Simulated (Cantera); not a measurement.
Input (Python, Cantera):

```python
import numpy as np
import cantera as ct

gas = ct.Solution("SiF4_NH3_mec.yaml", "gas")
gas.TPX = 1625, 18000, {'NH3': 1, 'N2': 0.33}
reactor = ct.IdealGasConstPressureReactor(gas, energy="off", clone=False)
net = ct.ReactorNet([reactor])
net.rtol, net.atol = 1e-08, 1e-18
show = ['NH3', 'N2H2', 'N2H4', 'NH', 'N', 'NH2']
times = np.geomspace(4e-06, 10, 13)

steps = ct.SolutionArray(gas, extra=["t"])
rows = []
print(f"{'t/s':>10s}{'T/K':>9s}{'P/Pa':>11s}" + "".join(f"{s:>11s}" for s in show))
for t in times:
    while net.time < t:
        t_next = net.step()
        steps.append(gas.state, t=t_next)
    rows.append([np.interp(t, steps.t, y) for y in (steps.T, steps.P, *steps(*show).X.T)])
    print(f"{t:10.3e}{rows[-1][0]:9.1f}{rows[-1][1]:11.4g}" + "".join(f"{x:11.3e}" for x in rows[-1][2:]))
rate = np.gradient(steps.T, steps.t)
print("integrator steps:", len(steps.t))
if steps.T.max() > steps.T[0] + 200:
    print(f"time of steepest temperature rise: {steps.t[rate.argmax()]:.4e} s")
gas.TPX = 1625, 18000, {'NH3': 1, 'N2': 0.33}
gas.equilibrate("TP")
print(f"equilibrium (TP): T = {gas.T:.1f} K  " + "  ".join(f"{s} {gas[s].X[0]:.3e}" for s in show))
```

It prints:

```
       t/s      T/K       P/Pa        NH3       N2H2       N2H4         NH          N        NH2
 4.000e-06   1625.0    1.8e+04  7.519e-01  3.541e-15  1.626e-15  2.610e-14  2.807e-20  6.625e-08
 1.365e-05   1625.0    1.8e+04  7.519e-01  1.665e-13  6.539e-14  4.085e-13  1.638e-18  2.431e-07
 4.660e-05   1625.0    1.8e+04  7.519e-01  6.307e-12  1.666e-12  6.762e-12  8.972e-17  8.470e-07
 1.591e-04   1625.0    1.8e+04  7.519e-01  1.835e-10  2.705e-11  1.345e-10  5.816e-15  2.908e-06
 5.429e-04   1625.0    1.8e+04  7.519e-01  3.545e-09  3.485e-10  2.519e-09  3.579e-13  9.928e-06
 1.853e-03   1625.0    1.8e+04  7.518e-01  5.053e-08  4.115e-09  3.151e-08  8.571e-12  3.363e-05
 6.325e-03   1625.0    1.8e+04  7.517e-01  5.087e-07  3.727e-08  2.118e-07  7.044e-11  1.009e-04
 2.159e-02   1625.0    1.8e+04  7.508e-01  1.019e-06  7.281e-08  3.610e-07  3.299e-10  1.409e-04
 7.368e-02   1625.0    1.8e+04  7.476e-01  1.016e-06  7.187e-08  3.825e-07  1.070e-09  1.400e-04
 2.515e-01   1625.0    1.8e+04  7.369e-01  9.927e-07  6.851e-08  4.340e-07  3.425e-09  1.367e-04
 8.584e-01   1625.0    1.8e+04  7.020e-01  9.121e-07  6.121e-08  5.124e-07  8.838e-09  1.292e-04
 2.930e+00   1625.0    1.8e+04  6.004e-01  6.945e-07  4.758e-08  5.545e-07  1.504e-08  1.139e-04
 1.000e+01   1625.0    1.8e+04  3.846e-01  3.370e-07  2.526e-08  4.974e-07  1.810e-08  8.302e-05
integrator steps: 906
equilibrium (TP): T = 1625.0 K  NH3 2.398e-06  N2H2 6.814e-15  N2H4 5.404e-18  NH 1.768e-11  N 1.631e-12  NH2 1.211e-09
```

Cantera simulation using the gas-phase N/H chemistry of the illustrative SiF4/NH3 mechanism in the Surface Chemkin manual (1991); the numbers are that mechanism's predictions, not measurements. Walls and surfaces, which speed up NH3 decomposition in real reactors, are not modelled.
